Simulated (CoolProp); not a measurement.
Vapour-liquid equilibrium of propylene (1) + R115 (2) at 1870 kPa; x and y are mole fractions of (1).

Model: multi-fluid Helmholtz-energy mixture model, Lemmon 2013 and Lemmon 2016; pair parameters Bell 2016, in CoolProp.

Problem. Give the bubble temperature and the first vapour's composition at x = 0.05, 0.35, 0.95. Is there an azeotrope?

Solution. x = 0.05: 53.5 °C, y = 0.072; x = 0.35: 45.0 °C, y = 0.418; x = 0.95: 44.3 °C, y = 0.933. y crosses x between x = 0.65 and 0.8: the model has an azeotrope there.

The pair parameters rest on a limited set of measurements; away from them the model extrapolates.
